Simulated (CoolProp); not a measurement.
R227EA along the isotherm 147.45 °C: fugacity coefficient from the reference equation and from simpler models built on Tc = 101.8 °C, pc = 29.25 bar, ω = 0.358; each cubic takes its own stable root.

Values from CoolProp's reference Helmholtz-energy equation of state, Lemmon 2016.

| p (bar) | phase | reference |
|---|---|---|
| 0.925 | gas | 0.9928 |
| 1.75 | gas | 0.9864 |
| 3.32 | gas | 0.9744 |
| 6.3 | gas | 0.9517 |
| 11.9 | gas | 0.9099 |
| 22.6 | gas | 0.8327 |
| 42.9 | supercritical | 0.6945 |
| 81.4 | supercritical | 0.5032 |
| 154 | supercritical | 0.3847 |
| 293 | supercritical | 0.3661 |

Task: How far does each simpler model (van der Waals, Soave-Redlich-Kwong, Peng-Robinson) lie from the reference over these 10 states: mean and median of the absolute difference, and the worst?

Result: 
- van der Waals: mean 3.7 %, median 0.2 %, worst +24.9 % at 147.45 °C and 293 bar
- Soave-Redlich-Kwong: mean 3.0 %, median 0.3 %, worst +13.3 % at 147.45 °C and 293 bar
- Peng-Robinson: mean 1.3 %, median 1.0 %, worst -3.4 % at 147.45 °C and 293 bar
